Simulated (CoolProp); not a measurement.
Values from CoolProp's reference Helmholtz-energy equation of state, Gao 2022.

**Question.** For n-perfluorohexane, give the phase and the density (kg/m³), fugacity coefficient at 373.7 K and 20.1 bar; 399.1 K and 20.1 bar; 437.3 K and 20.1 bar.

**Answer.** 
- 373.7 K and 20.1 bar: liquid; density 1450, fugacity coefficient 0.175
- 399.1 K and 20.1 bar: liquid; density 1340, fugacity coefficient 0.290
- 437.3 K and 20.1 bar: liquid; density 1090, fugacity coefficient 0.513
